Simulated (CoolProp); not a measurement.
Isopentane at several states: density (kg/m³) from the reference equation and from simpler models built on Tc = 187.2 °C, pc = 3378 kPa, ω = 0.227; each cubic takes its own stable root.

The numbers come from the reference Helmholtz-energy equation of state, Lemmon 2006 in CoolProp. It is a short technical equation, of lower accuracy than the large ones.

| T (°C) | p (kPa) | phase | reference |
|---|---|---|---|
| -68.05 | 25.2 | liquid | 702.7 |
| 115.15 | 13600 | liquid | 547.2 |
| 97.45 | 3820 | liquid | 541.6 |
| 112.15 | 494 | gas | 12.34 |
| 179.25 | 25.8 | gas | 0.4962 |
| 177.35 | 79.5 | gas | 1.545 |

Problem. How far does each simpler model (Soave-Redlich-Kwong, Peng-Robinson) lie from the reference over these 6 states: mean and median of the absolute difference, and the worst?

Solution. 
- Soave-Redlich-Kwong: mean 3.7 %, median 3.2 %, worst -8.2 % at 97.45 °C and 3820 kPa
- Peng-Robinson: mean 2.2 %, median 1.9 %, worst +5.6 % at 115.15 °C and 13600 kPa
